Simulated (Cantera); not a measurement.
Input (Python, Cantera) and output of one run.

```python
import numpy as np
import cantera as ct

gas_names = [...]  # 110 gases of nasa_gas.yaml made of C, H, O
cond_names = """
    C(gr) C6H6(L) C7H8(L) C8H18(L),n-octa H2O(s) H2O(L)
""".split()


# ... load() reads the species with a 1 bar reference pressure and builds the phases ...
atoms = {
    'C2H5OH': {'C': 2, 'H': 6, 'O': 1},
    'H2': {'H': 2},
}
top_T = {'C(gr)': 4500}  # K; cautious upper limits of use, not melting points


# ... equilibrate(T, P, feed) seeds the gas with the atoms and calls Mixture.equilibrate('TP', solver="vcs", rtol=1e-11, max_steps=5000) ...
results = []
feed = {'C2H5OH': 1, 'H2': 94}  # mol
T = 2923.15  # K
P = 101325  # Pa
mix = equilibrate(T, P, feed)
results.append((T, P, feed, dict(zip(mix.species_names, mix.species_moles))))
x = sorted(zip(gas.X, gas.species_names), reverse=True)
print(f"T = {T:g} K  P = {P:g} Pa  gas = {mix.phase_moles(0):.4g} mol")
print("   x: " + "  ".join(f"{s} {v:.3e}" for v, s in x if v > 1e-06))
print("   condensed (mol): " + ("  ".join(f"{mix.phase(i).name} {mix.phase_moles(i):.4g}"
      for i in range(1, mix.n_phases) if mix.phase_moles(i) > 1e-12) or "none"))
```

Output:

```
T = 2923.15 K  P = 101325 Pa  gas = 104 mol
   x: H2 8.706e-01  H 1.149e-01  CO 9.617e-03  C2H2,acetylene 4.625e-03  C2H 9.366e-05  CH3 4.554e-05  CH4 2.134e-05  CH2 1.378e-05  C2H2,vinylidene 1.216e-05  C4H2 1.024e-05  C 7.738e-06  C3 4.670e-06  CH 3.717e-06  C2 1.426e-06  C2H3,vinyl 1.235e-06
   condensed (mol): none
```

Method: chemical equilibrium by Gibbs-energy minimisation in Cantera with the NASA 1993 tables (ideal gas, pure condensed phases).
